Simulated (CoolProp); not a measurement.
Saturation properties of hydrogen chloride (Tc = 51.5 °C, pc = 83.14 bar, ω = 0.130).

The numbers come from the reference Helmholtz-energy equation of state, Thol 2018 in CoolProp.

```
T (°C)  p (bar)  liquid density (kg/m³)  enthalpy of vaporisation (kJ/kg)  liquid cp (kJ/(kg K))
------  -------  ----------------------  --------------------------------  ---------------------
-71.15    2.094                    1150                             428.3                  1.672
-61.85    3.219                    1126                             417.0                  1.686
-52.55    4.760                    1100                             404.9                  1.706
-43.35    6.782                    1074                             391.9                  1.732
-34.05    9.421                    1046                             377.6                  1.768
-24.75    12.76                    1017                             362.0                  1.814
-15.45    16.91                   985.3                             344.7                  1.876
-6.15     21.98                   951.7                             325.5                  1.960
3.15      28.09                   914.9                             303.9                  2.077
12.45     35.38                   874.2                             279.0                  2.253
21.65     43.91                   828.1                             249.9                  2.537
```

It boils at -85.0 °C under 1 atm.
